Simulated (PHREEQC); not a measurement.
Buffer: an equilibrium model

Solution (25 °C): 0.25 mol NaHCO3 and 0.021 mol K2HPO4 per kg of water. Closed to the air; pH follows from the charge balance.

All values are PHREEQC results (ion-association model, phreeqc.dat), not measurements.

No solid was allowed to form.

### Question
Predict the pH, ionic strength.

### Answer
pH 7.93; ionic strength 0.292 mol/kgw.

### Question
In which forms is C present?

### Answer
HCO3- 90 %, NaHCO3 5.8 %, CO2 1.6 %, NaCO3- 1.1 %, CO3-2 1.0 % of the C.
